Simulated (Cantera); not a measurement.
Feed: 1 mol Si, 1.2 mol NH3, 2.1 mol H2, held at 1298.15 K and 1.33 mbar.

Equilibrium computed with Cantera from the NASA thermochemical tables; the gas is ideal and each condensed phase is pure. Candidate condensed phases: Si, Si3N4; 18 gas species. Mutual solubility and eutectic melting of coexisting phases are not modelled. The numbers say what is thermodynamically allowed, not how fast it happens.

Base state: H2 1.000, N2 0.000355, H 2.94e-5 (mole fractions); condensed: Si(s) + Si3N4(s).

Q: What changes in the equilibrium state with this change: NH3 from 1.2 to 19 mol?

A: 
| species | before | after |
|---|---|---|
| H2 | 1.000 | 0.776 |
| N2 | 0.000355 | 0.224 |
| H | 2.94e-5 | 2.59e-5 |
| Si(s), mol | 0.102 | 0 |
| Si3N4(s), mol | 0.299 | 0.333 |

Q: What changes in the equilibrium state with this change: temperature from 1298.15 K to 1448 K?

A: 
| species | before | after |
|---|---|---|
| H2 | 1.000 | 0.987 |
| N2 | 0.000355 | 0.0123 |
| H | 2.94e-5 | 0.000251 |
| Si(s), mol | 0.102 | 0.173 |
| Si3N4(s), mol | 0.299 | 0.276 |
